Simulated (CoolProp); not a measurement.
Properties of decamethylcyclopentasiloxane (D5) along the isobar 4.74 MPa.

The numbers come from the reference Helmholtz-energy equation of state, Thol 2019 in CoolProp.

```csv
T (°C),phase,density (kg/m³),cp (kJ/(kg K)),expansivity (1/kK),fugacity coefficient
193.25,liquid,787.7,1.945,1.356,0.02306
208.45,liquid,771.3,1.969,1.409,0.03264
223.65,liquid,754.6,1.993,1.470,0.04470
238.95,liquid,737.4,2.018,1.540,0.05957
254.15,liquid,719.9,2.042,1.619,0.07719
269.35,liquid,702.0,2.066,1.710,0.09771
284.65,liquid,683.3,2.091,1.814,0.1212
299.85,liquid,664.1,2.115,1.932,0.1474
315.05,liquid,644.3,2.139,2.067,0.1760
```
